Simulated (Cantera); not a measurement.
A closed system holds: 1 mol Si3H8, 0.095 mol Cl2, 94 mol H2, held at 190000 Pa.

Cantera equilibrium calculation (NASA polynomials, part measured and part estimated; ideal gas, pure solids and liquids). Candidate condensed phases: Si; 19 gas species. The feed counts by its element totals alone. The numbers say what is thermodynamically allowed, not how fast it happens. All values below are at 1300 K.

Base state: H2 0.998, HCl 0.00190 (mole fractions); condensed: Si(s).

**Question.** What changes in the equilibrium state with this change: Si3H8 replaced by SiH2Cl2?

**Answer.** 
```json
[
 {"species": "H2", "before": "0.998", "after": "0.981"},
 {"species": "HCl", "before": "0.00190", "after": "0.0166"},
 {"species": "SiHCl3", "before": "1.16e-6", "after": "0.000786"},
 {"species": "SiCl4", "before": "4.86e-8", "after": "0.000292"},
 {"species": "SiCl3", "before": "2.81e-7", "after": "0.000192"},
 {"species": "Si(s), mol", "before": "3.00", "after": "0.774"}
]
```
The tables' values for SiCl3 are old estimates; treat these amounts as uncertain.
